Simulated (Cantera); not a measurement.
NO annealing gas

A perfectly stirred reactor is fed with NO : N₂ = 1 : 13 (molar parts), at 97.5 Torr; it is held at 1950 K, and followed from long to short residence time.

Computed with Cantera and GRI-Mech 3.0 (53 species, 325 reactions).

```json
[
 {"τ (s)": "1.8", "x NO": "0.0671", "x O": "7.29e-5", "x N₂O": "1.99e-6", "x N₂": "0.931", "x NO₂": "5.41e-6", "x O₂": "0.00213"},
 {"τ (s)": "0.87", "x NO": "0.0695", "x O": "5.82e-5", "x N₂O": "2.14e-6", "x N₂": "0.930", "x NO₂": "4.40e-6", "x O₂": "0.000938"},
 {"τ (s)": "0.42", "x NO": "0.0705", "x O": "4.94e-5", "x N₂O": "2.20e-6", "x N₂": "0.929", "x NO₂": "3.75e-6", "x O₂": "0.000412"},
 {"τ (s)": "0.20", "x NO": "0.0710", "x O": "4.30e-5", "x N₂O": "2.21e-6", "x N₂": "0.929", "x NO₂": "3.27e-6", "x O₂": "0.000173"},
 {"τ (s)": "0.096", "x NO": "0.0712", "x O": "3.62e-5", "x N₂O": "2.18e-6", "x N₂": "0.929", "x NO₂": "2.77e-6", "x O₂": "6.77e-5"},
 {"τ (s)": "0.046", "x NO": "0.0713", "x O": "2.72e-5", "x N₂O": "2.10e-6", "x N₂": "0.929", "x NO₂": "2.11e-6", "x O₂": "2.22e-5"},
 {"τ (s)": "0.022", "x NO": "0.0714", "x O": "1.68e-5", "x N₂O": "1.93e-6", "x N₂": "0.929", "x NO₂": "1.31e-6", "x O₂": "5.66e-6"},
 {"τ (s)": "0.011", "x NO": "0.0714", "x O": "8.86e-6", "x N₂O": "1.66e-6", "x N₂": "0.929", "x NO₂": "6.81e-7", "x O₂": "1.30e-6"},
 {"τ (s)": "0.0051", "x NO": "0.0714", "x O": "3.84e-6", "x N₂O": "1.25e-6", "x N₂": "0.929", "x NO₂": "2.78e-7", "x O₂": "2.34e-7"},
 {"τ (s)": "0.0024", "x NO": "0.0714", "x O": "1.62e-6", "x N₂O": "8.23e-7", "x N₂": "0.929", "x NO₂": "1.03e-7", "x O₂": "4.41e-8"}
]
```
x: mole fraction; the columns are a selection and need not sum to one.
